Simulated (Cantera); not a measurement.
Input (Python, Cantera):

```python
import numpy as np
import cantera as ct

gas = ct.Solution("gri30.yaml")
gas.TPX = 798, 530000, {'H2': 1, 'O2': 0.806, 'N2': 8.87}
inlet = ct.Reservoir(gas, clone=True)
gas.equilibrate("HP")  # start burning
reactor = ct.IdealGasConstPressureReactor(gas, energy="on", clone=False)
exhaust = ct.Reservoir(gas, clone=True)
tau = [0.031, 0.01, 0.0035, 0.0012, 0.00038, 0.00013, 4.3e-05, 1.4e-05, 4.7e-06][0]
for a, b in ((inlet, reactor), (reactor, exhaust)):
    ct.MassFlowController(a, b, mdot=lambda t: reactor.mass / tau)
net = ct.ReactorNet([reactor])
show = ['H2', 'O2', 'N2O', 'NO', 'NO2']

rows = []
print(f"{'tau/s':>10s}{'T/K':>9s}" + "".join(f"{s:>11s}" for s in show))
for tau in [0.031, 0.01, 0.0035, 0.0012, 0.00038, 0.00013, 4.3e-05, 1.4e-05, 4.7e-06]:
    net.initial_time = 0.0
    net.advance(30 * tau)
    before = gas.X
    net.advance(40 * tau)
    drift = np.max(np.abs(gas.X - before) / (gas.X + 1e-9))
    rows.append([gas.T, *gas[show].X, drift])
    print(f"{tau:10.3e}{gas.T:9.1f}" + "".join(f"{x:11.3e}" for x in gas[show].X))
```

It prints:

```
     tau/s      T/K         H2         O2        N2O         NO        NO2
 3.100e-02   1500.1  1.311e-04  3.006e-02  1.858e-06  2.132e-06  4.051e-08
 1.000e-02   1498.4  2.812e-04  3.010e-02  1.996e-06  1.981e-06  3.184e-08
 3.500e-03   1495.3  5.648e-04  3.019e-02  1.786e-06  1.747e-06  2.130e-08
 1.200e-03   1489.4  1.133e-03  3.038e-02  1.432e-06  1.703e-06  1.426e-08
 3.800e-04   1476.5  2.357e-03  3.085e-02  1.046e-06  2.075e-06  1.084e-08
 1.300e-04   1452.1  4.702e-03  3.185e-02  7.246e-07  2.752e-06  9.151e-09
 4.300e-05   1398.6  1.037e-02  3.457e-02  4.260e-07  2.964e-06  6.574e-09
 1.400e-05    798.0  9.367e-02  7.550e-02  3.763e-21 -1.178e-21 -7.990e-22
 4.700e-06    798.0  9.367e-02  7.550e-02  9.853e-22 -2.804e-24 -1.902e-24
```

Detailed kinetics in Cantera: GRI-Mech 3.0 (53 species, 325 reactions). The hydrogen kinetics of GRI-Mech 3.0 are dated; newer H2 mechanisms differ, most at raised pressure.
